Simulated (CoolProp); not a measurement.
Saturated liquid density (kg/m³) of n-perfluorohexane: the reference equation beside estimates from Tc = 448.0 K, pc = 1.742 MPa, ω = 0.497. Rackett uses Z = 0.29056 − 0.08775 ω.

Values from CoolProp's reference Helmholtz-energy equation of state, Gao 2022.

| T (K) | reference | Rackett | van der Waals | Redlich-Kwong | Soave-Redlich-Kwong |
|---|---|---|---|---|---|
| 220.3 | 1893 | 2027 | 1041 | 1546 | 1616 |
| 226.4 | 1876 | 2009 | 1033 | 1533 | 1606 |
| 232.5 | 1860 | 1991 | 1025 | 1520 | 1595 |
| 238.6 | 1843 | 1972 | 1017 | 1507 | 1585 |
| 244.8 | 1826 | 1953 | 1008 | 1492 | 1573 |
| 250.9 | 1809 | 1935 | 1000 | 1478 | 1561 |
| 257 | 1792 | 1916 | 991.4 | 1464 | 1549 |
| 263.1 | 1775 | 1896 | 982.6 | 1449 | 1537 |
| 269.2 | 1758 | 1877 | 973.7 | 1433 | 1524 |
| 275.3 | 1741 | 1857 | 964.5 | 1417 | 1510 |
| 281.4 | 1724 | 1837 | 955.2 | 1401 | 1496 |
| 287.5 | 1707 | 1816 | 945.6 | 1384 | 1481 |
| 293.6 | 1689 | 1796 | 935.8 | 1367 | 1466 |

Absolute difference from the reference over all 13 rows, mean and median: Rackett 6.8 and 6.9 %, van der Waals 44.7 and 44.7 %, Redlich-Kwong 18.5 and 18.3 %, Soave-Redlich-Kwong 13.7 and 13.6 %.
